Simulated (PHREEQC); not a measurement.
PHREEQC input (ion-association model, phreeqc.dat):

```
SOLUTION 0
  temp 15
  units mmol/kgw
  pH 7 charge
  Cl 0.99
  Ca 0.49
  O(0) 1 O2(g) -0.68
SOLUTION 1-40
  temp 15
  units mmol/kgw
  pH 7 charge
  Cl 13.41
  K 1.6
  Sr 5.9
  O(0) 1 O2(g) -0.68
END
EXCHANGE 1-40
  X 0.0012
  -equilibrate 1
END
SELECTED_OUTPUT 1
  -reset false
  -pH true
  -pe true
  -ionic_strength true
  -water true
  -step true
  -totals Ca Cl K Sr
  -molalities CaX2 SrX2 KX
  -saturation_indices Sylvite
PRINT
  -reset false
TRANSPORT
  -cells 40
  -shifts 198
  -lengths 0.0025
  -time_step 300
  -dispersivities 0.005
  -boundary_conditions flux flux
  -correct_disp true
  -punch_cells 40
  -punch_frequency 6
END
```

Selected output (columns that matter, 14 of 34 rows; pore volumes added in front):

```
pore volumes	pH	mu	Ca	Cl	K	Sr	m_CaX2	m_SrX2	si_Sylvite
0	5.0495	0.01931	0	0.01341	0.0016	0.0059	0	0.00057624	-5.6362
0.4625	5.0493	0.01916	1.7662e-06	0.013306	0.0015883	0.0058521	1.3181e-07	0.00057618	-5.6423
0.7625	5.0452	0.015082	5.4511e-05	0.010475	0.0012495	0.004553	5.2065e-06	0.00057371	-5.8388
1.2125	5.0302	0.0053702	0.00013527	0.003716	0.00039743	0.001519	3.7219e-05	0.0005514	-6.7466
1.5125	5.0225	0.0026779	0.00014213	0.0018356	0.00014105	0.00070016	7.9242e-05	0.00051501	-7.4841
1.9625	5.0181	0.0016402	0.00019032	0.0011054	2.5865e-05	0.00034446	0.00017671	0.00042193	-8.4308
2.2625	5.0175	0.0015182	0.00024769	0.0010181	7.8247e-06	0.00025245	0.00025572	0.00034384	-8.9844
2.7125	5.0173	0.0014841	0.00033267	0.00099315	1.2134e-06	0.0001583	0.00036856	0.00023137	-9.8042
3.0125	5.0173	0.0014809	0.00037754	0.00099071	3.3954e-07	0.00011265	0.00043051	0.00016947	-10.358
3.4625	5.0173	0.0014801	0.00042525	0.00099008	4.8842e-08	6.4766e-05	0.00049961	0.00010039	-11.201
3.7625	5.0173	0.00148	0.00044634	0.00099002	1.3238e-08	4.3665e-05	0.00053141	6.8586e-05	-11.768
4.2125	5.0173	0.00148	0.00046659	0.00099	1.8445e-09	2.3406e-05	0.00056276	3.7243e-05	-12.624
4.5125	5.0173	0.00148	0.00047484	0.00099	4.9279e-10	1.5162e-05	0.00057575	2.4254e-05	-13.197
4.9625	5.0173	0.00148	0.00048227	0.00099	6.7646e-11	7.7253e-06	0.00058758	1.2417e-05	-14.059
```
